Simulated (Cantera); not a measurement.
An isothermal, constant-pressure homogeneous reactor starts with CH₄ : H₂ : N₂ = 0.019 : 1 : 0.00048 (molar parts), at 2500 K and 0.0330 bar.

Detailed kinetics in Cantera: GRI-Mech 3.0 (53 species, 325 reactions). GRI-Mech 3.0 stops at C3 and has no aromatics, soot or wall deposition, so with more carbon than oxygen in the feed, carbon stays in small species such as C2H2 where larger ones or solid carbon would form. Radical loss at walls, strong at low pressure, is not modelled.

x: mole fraction; the columns are a selection and need not sum to one.

```json
[
 {"t (s)": "0.000100", "x CH₄": "0.0171", "x H₂": "0.977", "x C₂H": "1.74e-9", "x C₂H₄": "8.02e-6", "x CH₃": "0.00143", "x HCN": "1.43e-11", "x C₂H₂": "5.48e-6"},
 {"t (s)": "0.000555", "x CH₄": "(withheld)", "x H₂": "0.963", "x C₂H": "(withheld)", "x C₂H₄": "(withheld)", "x CH₃": "(withheld)", "x HCN": "(withheld)", "x C₂H₂": "(withheld)"},
 {"t (s)": "0.00308", "x CH₄": "0.00113", "x H₂": "0.950", "x C₂H": "2.35e-5", "x C₂H₄": "4.01e-6", "x CH₃": "0.000842", "x HCN": "1.65e-7", "x C₂H₂": "0.00793"},
 {"t (s)": "0.0171", "x CH₄": "5.67e-5", "x H₂": "0.932", "x C₂H": "3.96e-5", "x C₂H₄": "5.96e-7", "x CH₃": "6.41e-5", "x HCN": "4.56e-7", "x C₂H₂": "0.00877"},
 {"t (s)": "0.0949", "x CH₄": "(withheld)", "x H₂": "0.889", "x C₂H": "(withheld)", "x C₂H₄": "(withheld)", "x CH₃": "(withheld)", "x HCN": "(withheld)", "x C₂H₂": "0.00860"},
 {"t (s)": "0.527", "x CH₄": "3.44e-6", "x H₂": "0.862", "x C₂H": "9.09e-5", "x C₂H₄": "1.74e-7", "x CH₃": "9.24e-6", "x HCN": "5.36e-6", "x C₂H₂": "0.00845"},
 {"t (s)": "2.92", "x CH₄": "3.44e-6", "x H₂": "0.862", "x C₂H": "9.08e-5", "x C₂H₄": "1.74e-7", "x CH₃": "9.22e-6", "x HCN": "3.04e-5", "x C₂H₂": "0.00844"},
 {"t (s)": "16.2", "x CH₄": "3.43e-6", "x H₂": "0.862", "x C₂H": "9.02e-5", "x C₂H₄": "1.72e-7", "x CH₃": "9.20e-6", "x HCN": "0.000147", "x C₂H₂": "0.00838"},
 {"t (s)": "90.0", "x CH₄": "3.40e-6", "x H₂": "0.862", "x C₂H": "8.84e-5", "x C₂H₄": "1.69e-7", "x CH₃": "9.12e-6", "x HCN": "0.000474", "x C₂H₂": "0.00822"}
]
```

Problem. Fill in the missing entries.

Solution. 
- 0.000555, x CH₄: 0.0112
- 0.000555, x C₂H: 1.96e-6
- 0.000555, x C₂H₄: 7.62e-5
- 0.000555, x CH₃: 0.00420
- 0.000555, x HCN: 6.56e-9
- 0.000555, x C₂H₂: 0.00132
- 0.0949, x CH₄: 5.96e-6
- 0.0949, x C₂H: 7.09e-5
- 0.0949, x C₂H₄: 2.56e-7
- 0.0949, x CH₃: 1.23e-5
- 0.0949, x HCN: 9.95e-7
